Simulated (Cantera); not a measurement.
Input: 1 mol SiH₂Cl₂, 11 mol NH₃, at 1.33 mbar.

Equilibrium computed with Cantera from the NASA thermochemical tables; the gas is ideal and each condensed phase is pure. Candidate condensed phases: NH₄Cl, Si, Si₃N₄; 28 gas species. Equilibrium is a limit: real reactors are often held back by kinetics, nucleation or transport.

Over these rows the condensed part is Si₃N₄(s). Partial pressures as log10 of bar:

```csv
T (K),1000/T (1/K),log p SiCl₂,log p H₂,log p N₂,log p HCl
898,1.1136,-11.02,-3.03,-3.56,-3.94
948,1.0549,-10.21,-3.03,-3.56,-3.94
998,1.0020,?,-3.03,-3.56,-3.94
1048,0.9542,-8.81,-3.03,-3.56,-3.94
1098,0.9107,-8.21,-3.03,-3.56,-3.94
1148,0.8711,-7.66,-3.03,-3.56,-3.94
```

### Question
Fit log p(SiCl₂) = a + b·(1000/T) to the five rows, give the apparent enthalpy, and predict the row at 998 K.

### Answer
Means: 1000/T = 0.9809, log p = -9.182. Sxy = -0.565257, Sxx = 0.0407823, so b = -13.86 and a = -9.182 − (-13.86)×0.9809 = 4.41.
Apparent enthalpy: −19.145 × (-13.86) = 265 kJ/mol. With the condensed phases at unit activity, 1/3 Si₃N₄(s) + 2 HCl(g) = SiCl₂(g) + H₂(g) + 2/3 N₂(g) links this pressure to the main gases: over the six rows their terms move log p by +0.00 in all, so the slope is close to that reaction's ΔH°. The five rows lie within 0.01 of the line.
Prediction at 998 K: 4.41 + (-13.86)×1.0020 = -9.48. The computed value is -9.48, 0.00 from the line.
